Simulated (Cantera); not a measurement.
# Hydrocarbon pyrolysis for carbon deposition

A perfectly stirred reactor is fed with CH4 : H2 : N2 = 1 : 7.7 : 0.59 (molar parts), at 760 Torr; it is held at 1650 K, and followed from long to short residence time.

Computed with Cantera and GRI-Mech 3.0 (53 species, 325 reactions). GRI-Mech 3.0 stops at C3 and has no aromatics, soot or wall deposition, so with more carbon than oxygen in the feed, carbon stays in small species such as C2H2 where larger ones or solid carbon would form.

```tsv
τ (s)	x CH4	x H2	x H	x C2H4	x CH2	x C2H6	x C2H2
2.1	0.0355	0.872	8.34e-5	0.00197	6.43e-9	6.85e-6	0.0307
0.70	0.0442	0.867	8.15e-5	0.00176	7.66e-9	8.81e-6	0.0269
0.24	0.0588	0.858	7.87e-5	0.00140	9.63e-9	1.32e-5	0.0206
0.079	0.0777	0.847	7.58e-5	0.000974	1.20e-8	2.05e-5	0.0125
0.026	0.0934	0.837	7.37e-5	0.000635	1.38e-8	2.80e-5	0.00573
0.0089	0.102	0.832	7.22e-5	0.000435	1.46e-8	3.21e-5	0.00210
0.0030	0.105	0.830	7.04e-5	0.000290	1.45e-8	3.26e-5	0.000578
0.0010	0.107	0.829	6.65e-5	0.000150	1.31e-8	2.91e-5	0.000103
0.00034	0.107	0.829	5.67e-5	4.58e-5	9.61e-9	1.98e-5	9.74e-6
0.00011	0.108	0.829	3.63e-5	5.09e-6	3.99e-9	6.38e-6	2.54e-7
```
x: mole fraction; the columns are a selection and need not sum to one.
